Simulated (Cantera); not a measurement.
Cantera with NASA thermochemical tables; ideal gases at 1 bar, condensed phases pure. Values are per mole of reaction as written; species without (g) are pure solids or liquids, kept so even where they would boil at 1 bar.

Ta2O5 + 5 H2O(g) = 5 H2O2(g) + 2 Ta

```csv
T (K),ΔH° (kJ),ΔS° (J/K),ΔG° (kJ),log10 K
1575,2542.1,123.5,2347.7,-77.86
1600,___,___,___,___
1625,___,___,___,___
1650,2540.3,122.3,2338.4,-74.03
1675,2539.7,122.0,2335.4,-72.83
```

**Question.** Complete the blanks.

**Answer.** 
- 1600, ΔH° (kJ): 2541.5
- 1600, ΔS° (J/K): 123.1
- 1600, ΔG° (kJ): 2344.6
- 1600, log10 K: -76.54
- 1625, ΔH° (kJ): 2540.9
- 1625, ΔS° (J/K): 122.7
- 1625, ΔG° (kJ): 2341.5
- 1625, log10 K: -75.26
